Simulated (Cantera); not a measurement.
Charge: 1 mol SiC, 0.015 mol N2O, 210 mol N2, held at 2148 K and 10.0 mbar.

Method: chemical equilibrium by Gibbs-energy minimisation in Cantera with the NASA 1993 tables (ideal gas, pure condensed phases). Candidate condensed phases: C, Si, SiC, SiO2, Si2N2O, Si3N4; 34 gas species. The tables' values for SiN are old estimates; treat these amounts as uncertain. Rates play no part.

Base state: N2 0.998, Si 0.00201, SiC2 0.000157, Si2C 9.81e-5, CO 7.04e-5, SiN 3.76e-5, CN 3.40e-5 (mole fractions); condensed: C(graphite) + SiC(s).

What changes in the equilibrium state with this change: temperature from 2148 K to 1098 K?


| species | before | after |
|---|---|---|
| N2 | 0.998 | 1.00 |
| CO | 7.04e-5 | 1.23e-7 |
| Si | 0.00201 | <1e-9 |
| SiC2 | 0.000157 | <1e-9 |
| Si2C | 9.81e-5 | <1e-9 |
| SiN | 3.76e-5 | <1e-9 |
| C(graphite), mol | 0.396 | 1.000 |
| SiC(s), mol | 0.492 | 0 |
| Si2N2O(s), mol | 0 | 0.0150 |
| Si3N4(s), mol | 0 | 0.323 |
Mutual solubility and eutectic melting of coexisting phases are not modelled.
